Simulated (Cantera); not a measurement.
Cantera run:

```python
import numpy as np
import cantera as ct

gas_names = [...]  # 103 gases of nasa_gas.yaml made of C, Cl, H
cond_names = """
    C(gr) C6H6(L) C7H8(L) C8H18(L),n-octa
""".split()


# ... load() reads the species with a 1 bar reference pressure and builds the phases ...
atoms = {
    'CH3Cl': {'C': 1, 'H': 3, 'CL': 1},
    'HCl': {'H': 1, 'CL': 1},
    'CH4': {'C': 1, 'H': 4},
}
top_T = {'C(gr)': 4500}  # K; cautious upper limits of use, not melting points


# ... equilibrate(T, P, feed) seeds the gas with the atoms and calls Mixture.equilibrate('TP', solver="vcs", rtol=1e-11, max_steps=5000) ...
results = []
feed = {'CH3Cl': 1, 'HCl': 0.85, 'CH4': 0.5}  # mol
P = 16  # Pa
for T in [3000, 3500, 4000, 4500, 5000]:
    mix = equilibrate(T, P, feed)
    results.append((T, P, feed, dict(zip(mix.species_names, mix.species_moles))))
    x = sorted(zip(gas.X, gas.species_names), reverse=True)
    print(f"T = {T:g} K  P = {P:g} Pa  gas = {mix.phase_moles(0):.4g} mol")
    print("   x: " + "  ".join(f"{s} {v:.3e}" for v, s in x if v > 1e-06))
    print("   condensed (mol): " + ("  ".join(f"{mix.phase(i).name} {mix.phase_moles(i):.4g}"
          for i in range(1, mix.n_phases) if mix.phase_moles(i) > 1e-12) or "none"))
```

Result:

```
T = 3000 K  P = 16 Pa  gas = 8.621 mol
   x: H 6.710e-01  CL 2.132e-01  C 7.459e-02  C3 2.546e-02  C2 1.098e-02  H2 2.889e-03  HCL 1.348e-03  C2H 3.978e-04  C5 2.584e-05  CH 2.278e-05  C4 2.026e-05  C2H2,acetylene 9.966e-06  CCL 3.496e-06
   condensed (mol): none
T = 3500 K  P = 16 Pa  gas = 9.181 mol
   x: H 6.367e-01  CL 2.014e-01  C 1.600e-01  C2 1.519e-03  H2 1.860e-04  C3 1.169e-04  HCL 8.870e-05  CH 6.129e-06  Electron 4.421e-06  C+ 4.376e-06  C2H 3.196e-06
   condensed (mol): none
T = 4000 K  P = 16 Pa  gas = 9.199 mol
   x: H 6.359e-01  CL 2.011e-01  C 1.628e-01  C2 1.132e-04  Electron 5.454e-05  C+ 5.331e-05  H2 2.546e-05  HCL 1.236e-05  CH 1.364e-06  CL+ 1.057e-06
   condensed (mol): none
T = 4500 K  P = 16 Pa  gas = 9.203 mol
   x: H 6.356e-01  CL 2.010e-01  C 1.626e-01  Electron 3.901e-04  C+ 3.743e-04  C2 1.455e-05  CL+ 1.306e-05  H2 5.407e-06  H+ 2.706e-06  HCL 2.658e-06
   condensed (mol): none
T = 5000 K  P = 16 Pa  gas = 9.218 mol
   x: H 6.346e-01  CL 2.006e-01  C 1.609e-01  Electron 1.908e-03  C+ 1.785e-03  CL+ 9.903e-05  H+ 2.397e-05  C2 2.763e-06  H2 1.558e-06
   condensed (mol): none
```

Method: chemical equilibrium by Gibbs-energy minimisation in Cantera with the NASA 1993 tables (ideal gas, pure condensed phases).
